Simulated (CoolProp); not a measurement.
Vapour-liquid equilibrium of carbon dioxide (1) + n-butane (2) at 234.4 K; x and y are mole fractions of (1).

Computed with CoolProp (multi-fluid Helmholtz-energy mixture model, Span 1996 and Bücker 2006; pair parameters Kunz 2012).

| x | bubble pressure (MPa) | y at the bubble point | dew pressure at overall composition x (MPa) | liquid density (mol/L) |
|---|---|---|---|---|
| 0.05 | 0.1432 | 0.875 | 0.01892 | 11.08 |
| 0.15 | 0.3731 | 0.953 | 0.02116 | 11.35 |
| 0.25 | 0.5500 | 0.969 | 0.02399 | 11.83 |
| 0.35 | 0.6695 | 0.975 | 0.02770 | 12.52 |
| 0.45 | 0.7449 | 0.978 | 0.03274 | 13.44 |
| 0.55 | 0.7943 | 0.980 | 0.04002 | 14.63 |
| 0.65 | 0.8339 | 0.982 | 0.05144 | 16.14 |
| 0.75 | 0.8755 | 0.985 | 0.07195 | 18.05 |
| 0.85 | 0.9286 | 0.988 | 0.1197 | 20.46 |
| 0.95 | 1.003 | 0.995 | 0.3539 | 23.48 |

No azeotrope shows between x = 0.05 and 0.95.

The pair parameters rest on a limited set of measurements; away from them the model extrapolates. With so large a gap from Raoult's law the liquid may split in two, which this calculation doesn't test in full.
